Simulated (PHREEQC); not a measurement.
Consider water at 25 °C with 0.0016 mol NH4HF2 and 0.068 mol (NH4)2SiF6 per kg of water. Closed to the air; pH follows from the charge balance.

Computed with PHREEQC (ion-association model, phreeqc.dat).

No solid was allowed to form.

Question: Estimate the pH.

Answer: pH 3.16.

Examples of supersaturated solids here: Quartz (slow to form), Chalcedony (slow to form). Others may be too. SiF6-2 is the database's only silicon fluoride.
